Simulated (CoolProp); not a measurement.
A Linde-Hampson liquefier for methane: isothermal reversible compression at 280 K from 1 atm to 15 MPa, throttling to 1 atm, return gas leaving the recuperator 0 K below the feed. Each further row changes one setting.

Values from CoolProp's reference Helmholtz-energy equation of state, Setzmann 1991.

```tsv
case	liquid yield per pass	compression work (kJ/kg of gas)
as stated	…	682
high pressure 30 MPa	…	…
warm-end temperature 310 K	…	…
warm-end gap 5 K	0.186	682
```

Fill in the missing entries.


- as stated, liquid yield per pass: 0.196
- high pressure 30 MPa, liquid yield per pass: 0.277
- high pressure 30 MPa, compression work (kJ/kg of gas): 763
- warm-end temperature 310 K, liquid yield per pass: 0.142
- warm-end temperature 310 K, compression work (kJ/kg of gas): 772
